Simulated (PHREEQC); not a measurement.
Make-up at 6 °C and 500 atm: 1.4 mol/kgw KCl and 0.19 mol/kgw K2SO4. Closed to the air; pH follows from the charge balance.

The numbers come from PHREEQC with the Pitzer model, pitzer.dat.

No solid was allowed to form.

Predict the activity of water, osmotic coefficient, density.

activity of water 0.950; osmotic coefficient 0.849; density 1.105 g/cm³.

Species that the database lacks are ignored. Under pressure, the constants of complexes without a molar volume in the database are unreliable. Away from 25 °C the constants follow the database's enthalpies or fits; those with neither stay at their 25 °C values.
